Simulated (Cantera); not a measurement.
A perfectly stirred reactor is fed with CH₄ : CO : O₂ : N₂ : H₂O = 1 : 0.065 : 4.32 : 16.3 : 2.2 (molar parts), at 101000 Pa; it is adiabatic with a 700 K inlet, and is followed from long to short residence time, starting on the burning branch (τ in s: 0.16, 0.064, 0.025, 0.01, 0.0039, 0.0016, 0.00062, 0.00024, 9.6e-05).

Computed with Cantera and GRI-Mech 3.0 (53 species, 325 reactions).

Problem. Predict: blow-out, bracketed by the residence times tried; x(CH₄) at τ = 0.160 s; x(CO) at τ = 0.160 s; x(O₂) at τ = 0.160 s; x(H₂) at τ = 0.160 s; x(CO₂) at τ = 0.160 s; x(CH₄) at τ = 3.90 ms; x(CO) at τ = 3.90 ms; x(O₂) at τ = 3.90 ms; x(H₂) at τ = 3.90 ms; x(CO₂) at τ = 3.90 ms.

Solution. 
```
Item                                                                            Result
------------------------------------------------  ------------------------------------
blow-out, bracketed by the residence times tried  burning at 0.620 ms, out at 0.240 ms
x(CH₄) at τ = 0.160 s                                                          1.07e-5
x(CO) at τ = 0.160 s                                                          0.000156
x(O₂) at τ = 0.160 s                                                            0.0958
x(H₂) at τ = 0.160 s                                                           4.69e-5
x(CO₂) at τ = 0.160 s                                                           0.0445
x(CH₄) at τ = 3.90 ms                                                         0.000122
x(CO) at τ = 3.90 ms                                                           0.00206
x(O₂) at τ = 3.90 ms                                                            0.0966
x(H₂) at τ = 3.90 ms                                                          0.000510
x(CO₂) at τ = 3.90 ms                                                           0.0423
```
